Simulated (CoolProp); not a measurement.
The fluid at 508.18 K and 7.97 MPa is throttled through a valve to 4.21 MPa with no heat exchange. The same conditions are run with several fluids, on thermodynamics alone (safety and materials aside).

Values from CoolProp's reference Helmholtz-energy equation of state of each fluid (hexamethyldisiloxane (MM): Thol 2016; dodecamethylpentasiloxane (MD3M): Thol 2019; decamethylcyclopentasiloxane (D5): Thol 2019; water: Wagner 2002; n-heptane: Span 2003).

| fluid | temperature change (K) | final density (kg/m³) |
|---|---|---|
| hexamethyldisiloxane (MM) | ___ | ___ |
| dodecamethylpentasiloxane (MD3M) | +0.7 | 673 |
| decamethylcyclopentasiloxane (D5) | +0.7 | 738 |
| water | +0.1 | ___ |
| n-heptane | ___ | ___ |

Q: Some entries are withheld; supply them.

A: 
- hexamethyldisiloxane (MM), temperature change (K): -1.4
- hexamethyldisiloxane (MM), final density (kg/m³): 505
- water, final density (kg/m³): 821
- n-heptane, temperature change (K): -1.2
- n-heptane, final density (kg/m³): 466
